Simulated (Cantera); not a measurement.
Pyrogenic steam for wet oxidation

An isothermal, constant-pressure homogeneous reactor starts with 15.9 % H2, 9.91 % O2, 72.3 % N2, 1.88 % H2O, at 850 K and 0.250 bar.

Model: GRI-Mech 3.0 (53 species, 325 reactions), integrated in Cantera. Below about 950 K walls govern HO2 and H2O2 in real vessels. The temperature is held fixed by assumption; the heat of reaction is taken as removed at once.

```tsv
t (s)	x H2	x O2	x H	x HO2	x OH	x NO2	x N2O
1.00e-6	0.159	0.0991	<1e-12	<1e-12	<1e-12	<1e-12	<1e-12
6.45e-6	0.159	0.0991	<1e-12	<1e-12	<1e-12	<1e-12	<1e-12
4.16e-5	0.159	0.0991	<1e-12	1.11e-12	<1e-12	<1e-12	<1e-12
0.000268	0.159	0.0991	4.61e-12	1.21e-11	<1e-12	<1e-12	<1e-12
0.00173	0.159	0.0991	1.87e-11	2.18e-10	<1e-12	<1e-12	<1e-12
0.0112	0.159	0.0991	3.57e-11	2.93e-9	<1e-12	<1e-12	<1e-12
0.0721	0.159	0.0991	3.08e-10	7.04e-8	6.19e-12	<1e-12	<1e-12
0.465	0.0796	0.0604	1.65e-8	4.99e-6	8.45e-10	1.15e-8	1.12e-9
3.00	0.0776	0.0594	9.88e-8	1.12e-5	6.63e-9	9.69e-9	1.18e-9
```
x: mole fraction; the columns are a selection and need not sum to one.

Equilibrium at this temperature and pressure: H2 1.21e-12, O2 0.0215, H <1e-12, HO2 9.85e-12, OH 4.08e-9, NO2 4.25e-8, N2O 7.15e-11 (gas phase only).
